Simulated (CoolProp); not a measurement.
Properties of chloromethane (R40) along the isotherm 500 K (Tc = 418.6 K, pc = 69.29 bar, ω = 0.150).

Values from CoolProp's reference Helmholtz-energy equation of state, Thol 2014.

```json
[
 {"p (bar)": "6.5", "phase": "gas", "Z": "0.9810", "cp (kJ/(kg K))": "1.116", "cv (kJ/(kg K))": "0.9350", "expansivity (1/kK)": "2.138", "fugacity coefficient": "0.9812"},
 {"p (bar)": "13", "phase": "gas", "Z": "0.9617", "cp (kJ/(kg K))": "1.140", "cv (kJ/(kg K))": "0.9414", "expansivity (1/kK)": "2.287", "fugacity coefficient": "0.9626"},
 {"p (bar)": "19.5", "phase": "gas", "Z": "0.9421", "cp (kJ/(kg K))": "1.167", "cv (kJ/(kg K))": "0.9478", "expansivity (1/kK)": "2.450", "fugacity coefficient": "0.9443"},
 {"p (bar)": "26", "phase": "gas", "Z": "0.9223", "cp (kJ/(kg K))": "1.196", "cv (kJ/(kg K))": "0.9544", "expansivity (1/kK)": "2.628", "fugacity coefficient": "0.9262"},
 {"p (bar)": "32.5", "phase": "gas", "Z": "0.9022", "cp (kJ/(kg K))": "1.227", "cv (kJ/(kg K))": "0.9609", "expansivity (1/kK)": "2.823", "fugacity coefficient": "0.9083"},
 {"p (bar)": "39", "phase": "gas", "Z": "0.8818", "cp (kJ/(kg K))": "1.262", "cv (kJ/(kg K))": "0.9675", "expansivity (1/kK)": "3.038", "fugacity coefficient": "0.8907"},
 {"p (bar)": "45.5", "phase": "gas", "Z": "0.8612", "cp (kJ/(kg K))": "1.299", "cv (kJ/(kg K))": "0.9742", "expansivity (1/kK)": "3.274", "fugacity coefficient": "0.8732"},
 {"p (bar)": "52", "phase": "gas", "Z": "0.8402", "cp (kJ/(kg K))": "1.341", "cv (kJ/(kg K))": "0.9809", "expansivity (1/kK)": "3.535", "fugacity coefficient": "0.8560"},
 {"p (bar)": "58.5", "phase": "gas", "Z": "0.8190", "cp (kJ/(kg K))": "1.387", "cv (kJ/(kg K))": "0.9875", "expansivity (1/kK)": "3.824", "fugacity coefficient": "0.8391"},
 {"p (bar)": "65", "phase": "gas", "Z": "0.7976", "cp (kJ/(kg K))": "1.438", "cv (kJ/(kg K))": "0.9942", "expansivity (1/kK)": "4.143", "fugacity coefficient": "0.8223"},
 {"p (bar)": "71.5", "phase": "supercritical", "Z": "0.7759", "cp (kJ/(kg K))": "1.495", "cv (kJ/(kg K))": "1.001", "expansivity (1/kK)": "4.497", "fugacity coefficient": "0.8058"},
 {"p (bar)": "78", "phase": "supercritical", "Z": "0.7541", "cp (kJ/(kg K))": "1.557", "cv (kJ/(kg K))": "1.007", "expansivity (1/kK)": "4.888", "fugacity coefficient": "0.7895"},
 {"p (bar)": "84.4", "phase": "supercritical", "Z": "0.7325", "cp (kJ/(kg K))": "1.626", "cv (kJ/(kg K))": "1.014", "expansivity (1/kK)": "5.311", "fugacity coefficient": "0.7737"},
 {"p (bar)": "90.9", "phase": "supercritical", "Z": "0.7106", "cp (kJ/(kg K))": "1.703", "cv (kJ/(kg K))": "1.020", "expansivity (1/kK)": "5.780", "fugacity coefficient": "0.7579"},
 {"p (bar)": "97.4", "phase": "supercritical", "Z": "0.6888", "cp (kJ/(kg K))": "1.787", "cv (kJ/(kg K))": "1.026", "expansivity (1/kK)": "6.285", "fugacity coefficient": "0.7423"},
 {"p (bar)": "104", "phase": "supercritical", "Z": "0.6671", "cp (kJ/(kg K))": "1.880", "cv (kJ/(kg K))": "1.031", "expansivity (1/kK)": "6.827", "fugacity coefficient": "0.7268"}
]
```
